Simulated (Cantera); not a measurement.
Feed: 1 mol TiO2, 16 mol Cl2, 0.29 mol H2, at 570 Torr.

Method: chemical equilibrium by Gibbs-energy minimisation in Cantera with the NASA 1993 tables (ideal gas, pure condensed phases). Candidate condensed phases: H2O, Ti, TiCl2, TiCl3, TiCl4, TiO, TiO2, Ti2O3, Ti3O5, Ti4O7; 23 gas species. Condensed phases not in the tables: TiOCl. The numbers say what is thermodynamically allowed, not how fast it happens.

Q: What share of the Ti ends up in condensed phases as a function of T (K), at 848, 948, 1048, 1148, 1248, 1348, 1448, 1548, 1648, 1748, 1848?

A: 
| T (K) | Ti condensed (%) | as |
|---|---|---|
| 848 | 99.8 | TiO2(rutile) |
| 948 | 99.3 | TiO2(rutile) |
| 1048 | 98.1 | TiO2(rutile) |
| 1148 | 95.5 | TiO2(rutile) |
| 1248 | 90.6 | TiO2(rutile) |
| 1348 | 82.7 | TiO2(rutile) |
| 1448 | 71.2 | TiO2(rutile) |
| 1548 | 56.1 | TiO2(rutile) |
| 1648 | 38.2 | TiO2(rutile) |
| 1748 | 19.4 | TiO2(rutile) |
| 1848 | 2.5 | TiO2(rutile) |
